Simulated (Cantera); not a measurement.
Input (Python, Cantera):

```python
import numpy as np
import cantera as ct

gas = ct.Solution("gri30.yaml")
gas.TPX = 525, 1800000, {'C3H8': 1, 'O2': 7.94, 'N2': 29.8, 'CO2': 8.3}
inlet = ct.Reservoir(gas, clone=True)
gas.equilibrate("HP")  # start burning
reactor = ct.IdealGasConstPressureReactor(gas, energy="on", clone=False)
exhaust = ct.Reservoir(gas, clone=True)
tau = [0.44, 0.16, 0.056, 0.02, 0.0073, 0.0026, 0.00093, 0.00034, 0.00012, 4.3e-05, 1.5e-05][0]
for a, b in ((inlet, reactor), (reactor, exhaust)):
    ct.MassFlowController(a, b, mdot=lambda t: reactor.mass / tau)
net = ct.ReactorNet([reactor])
show = ['C3H8', 'O2', 'CO2', 'CO', 'NO']

rows = []
print(f"{'tau/s':>10s}{'T/K':>9s}" + "".join(f"{s:>11s}" for s in show))
for tau in [0.44, 0.16, 0.056, 0.02, 0.0073, 0.0026, 0.00093, 0.00034, 0.00012, 4.3e-05, 1.5e-05]:
    net.initial_time = 0.0
    net.advance(30 * tau)
    before = gas.X
    net.advance(40 * tau)
    drift = np.max(np.abs(gas.X - before) / (gas.X + 1e-9))
    rows.append([gas.T, *gas[show].X, drift])
    print(f"{tau:10.3e}{gas.T:9.1f}" + "".join(f"{x:11.3e}" for x in gas[show].X))
```

Result:

```
     tau/s      T/K       C3H8         O2        CO2         CO         NO
 4.400e-01   1620.4  2.330e-07  6.122e-02  2.351e-01  4.685e-05  2.445e-06
 1.600e-01   1619.8  5.652e-07  6.125e-02  2.351e-01  1.021e-04  1.626e-06
 5.600e-02   1618.6  1.374e-06  6.133e-02  2.349e-01  2.312e-04  1.297e-06
 2.000e-02   1616.0  3.267e-06  6.151e-02  2.346e-01  5.233e-04  1.163e-06
 7.300e-03   1610.0  7.837e-06  6.193e-02  2.337e-01  1.207e-03  1.055e-06
 2.600e-03   1593.6  2.128e-05  6.314e-02  2.314e-01  3.113e-03  8.096e-07
 9.300e-04   1522.2  9.738e-05  6.847e-02  2.215e-01  1.100e-02  2.285e-07
 3.400e-04    525.0  2.126e-02  1.688e-01  1.764e-01 -1.789e-16 -1.404e-24
 1.200e-04    525.0  2.126e-02  1.688e-01  1.764e-01 -3.266e-19 -2.563e-27
 4.300e-05    525.0  2.126e-02  1.688e-01  1.764e-01 -1.991e-20 -1.562e-28
 1.500e-05    525.0  2.126e-02  1.688e-01  1.764e-01 -1.257e-21 -9.866e-30
```

Model: GRI-Mech 3.0 (53 species, 325 reactions), integrated in Cantera. GRI-Mech 3.0 was tuned for natural gas; its chemistry of propane as a main component is partial and can be far from experiment. The pressure lies above the range GRI-Mech 3.0 was tuned for (to about 10 atm).
